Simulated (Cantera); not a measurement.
A Cantera script and what it prints.

```python
import numpy as np
import cantera as ct

gas_names = """
    AL ALCL ALCL2 ALCL3 ALH ALN AL2 AL2CL6 CL CL2 H HCL H2 N NH NH2 NH3 N2 N2H2 N2H4
""".split()
cond_names = """
    AL(cr) AL(L) ALCL3(s) ALCL3(L) ALN(s) NH4CL(a) NH4CL(b)
""".split()


# ... load() reads the species with a 1 bar reference pressure and builds the phases ...
atoms = {
    'Al': {'AL': 1},
    'HCl': {'H': 1, 'CL': 1},
    'H2': {'H': 2},
    'NH3': {'N': 1, 'H': 3},
}
top_T = {'ALN(s)': 2750}  # K; cautious upper limits of use, not melting points


# ... equilibrate(T, P, feed) seeds the gas with the atoms and calls Mixture.equilibrate('TP', solver="vcs", rtol=1e-11, max_steps=5000) ...
results = []
feed = {'Al': 1, 'HCl': 1.5, 'H2': 230, 'NH3': 17}  # mol
T = 798  # K
P = 31000  # Pa
mix = equilibrate(T, P, feed)
results.append((T, P, feed, dict(zip(mix.species_names, mix.species_moles))))
x = sorted(zip(gas.X, gas.species_names), reverse=True)
print(f"T = {T:g} K  P = {P:g} Pa  gas = {mix.phase_moles(0):.4g} mol")
print("   x: " + "  ".join(f"{s} {v:.3e}" for v, s in x if v > 1e-06))
print("   condensed (mol): " + ("  ".join(f"{mix.phase(i).name} {mix.phase_moles(i):.4g}"
      for i in range(1, mix.n_phases) if mix.phase_moles(i) > 1e-12) or "none"))
```

Output:

```
T = 798 K  P = 31000 Pa  gas = 265 mol
   x: H2 9.641e-01  N2 3.012e-02  HCL 5.639e-03  NH3 1.554e-04  ALCL3 7.456e-06
   condensed (mol): ALN(s) 0.998
```

Cantera equilibrium calculation (NASA polynomials, part measured and part estimated; ideal gas, pure solids and liquids).
